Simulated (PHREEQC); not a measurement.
Dissolve 0.0013 mol/kgw H3BO3 and 0.00086 mol/kgw NaOH at 80 °C. Closed to the air; pH follows from the charge balance.

Model: ion-association model, wateq4f.dat, run in PHREEQC.

Each row changes one thing in this solution. No solid was allowed to form.

```
case                                          pH  ionic strength (mol/kgw)  H2BO3- (mol/kgw)  H3BO3 (mol/kgw)
------------------------------------------  ----  ------------------------  ----------------  ---------------
as made                                     8.88                  0.000860          0.000668         0.000632
2.4e-05 mol/kgw CaCl2 added                 8.88                  0.000932          0.000668         0.000632
3e-05 mol/kgw HF added                      8.85                  0.000860          0.000649         0.000651
H3BO3 from 0.0013 to 0.0026 mol/kgw         8.49                  0.000860          0.000782          0.00182
temperature from 80 to 5 °C                 9.67                  0.000860          0.000851         0.000449
temperature from 80 to 75 °C                8.93                  0.000860          0.000686         0.000614
0.001 mol/kgw HBr added                     3.87                   0.00100           1.35e-8          0.00130
NaOH replaced by Na2S at the same molality  8.87                   0.00172          0.000669         0.000631
temperature from 80 to 90 °C                8.77                  0.000860          0.000631         0.000669
```

Complexes and solids missing from the database can't appear. Constants without temperature data keep their 25 °C values here. The polysulfide entries of wateq4f.dat were taken out for this run.
